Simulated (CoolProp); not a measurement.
Vapour-liquid equilibrium of fluoroethane (R161) (1) + R134a (2) at 25.3 kPa; x and y are mole fractions of (1).

The numbers come from the multi-fluid Helmholtz-energy mixture model, Wu 2012 and Tillner-Roth 1994; pair parameters Bell 2016 in CoolProp.

```csv
x,bubble temperature (°C),y at the bubble point,dew temperature at overall composition x (°C),liquid density (mol/L)
0.05,-53.1,0.081,-52.9,14.40
0.15,-54.3,0.233,-53.6,14.71
0.25,-55.4,0.372,-54.4,15.02
0.35,-56.6,0.497,-55.2,15.35
0.45,-57.8,0.609,-56.1,15.69
0.55,-58.9,0.708,-57.1,(withheld)
0.65,(withheld),0.793,-58.2,(withheld)
0.75,-61.2,0.866,-59.5,16.78
0.85,-62.3,0.928,-61.0,17.16
0.95,-63.4,0.978,-62.8,17.56
```

Question: What belongs in the gaps?

Answer: 
- 0.55, liquid density (mol/L): 16.04
- 0.65, bubble temperature (°C): -60.1
- 0.65, liquid density (mol/L): 16.41

No azeotrope shows between x = 0.05 and 0.95.

Pair parameters are fitted to limited data, so mixtures are less certain than the pure fluids.
